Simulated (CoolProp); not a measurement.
Vapour-liquid equilibrium of CH2F2 (R32) (1) + fluoroethane (R161) (2) at 9.47 kPa; x and y are mole fractions of (1).

Values from CoolProp's multi-fluid Helmholtz-energy mixture model, Tillner-Roth 1997 and Wu 2012; pair parameters Bell 2016.

**Question.** Give the bubble temperature and the first vapour's composition at x = 0.05, 0.15, 0.85. Is there an azeotrope?

**Answer.** x = 0.05: -80.1 °C, y = 0.133; x = 0.15: -82.1 °C, y = 0.324; x = 0.85: -88.4 °C, y = 0.908. No azeotrope shows between x = 0.05 and 0.95.

Pair parameters are fitted to limited data, so mixtures are less certain than the pure fluids.
